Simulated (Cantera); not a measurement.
Feed: 1 mol FeS, 0.67 mol SO₃, 1.2 mol O₂, at 1352 °C and 1.90 bar.

Method: chemical equilibrium by Gibbs-energy minimisation in Cantera with the NASA 1993 tables (ideal gas, pure condensed phases). Candidate condensed phases: Fe, FeO, FeS, FeSO₄, FeS₂, Fe₂O₃, Fe₂(SO₄)₃, Fe₃O₄, S; 12 gas species. Mutual solubility and eutectic melting of coexisting phases are not modelled. The tables' stoichiometric FeO is somewhat more stable than real wüstite, so its field is too wide. FeO: taken at fixed stoichiometry. The numbers say what is thermodynamically allowed, not how fast it happens.

Base state: SO₂ 0.991, S₂ 0.00439, SO 0.00396, S₂O 0.000971, SO₃ 1.16e-5 (mole fractions); condensed: FeO(s) + Fe₃O₄(s).

Problem. What changes in the equilibrium state with this change: SO₃ from 0.67 to 3.5 mol?

Solution. 
```
species          before    after
-------------  --------  -------
SO₂               0.991    0.783
O₂              1.68e-7    0.207
SO₃             1.16e-5   0.0102
S₂              0.00439    <1e-9
S₂O            0.000971    <1e-9
SO              0.00396  2.83e-6
FeO(s), mol       0.668        0
Fe₃O₄(s), mol     0.111        0
Fe₂O₃(s), mol         0    0.500
```
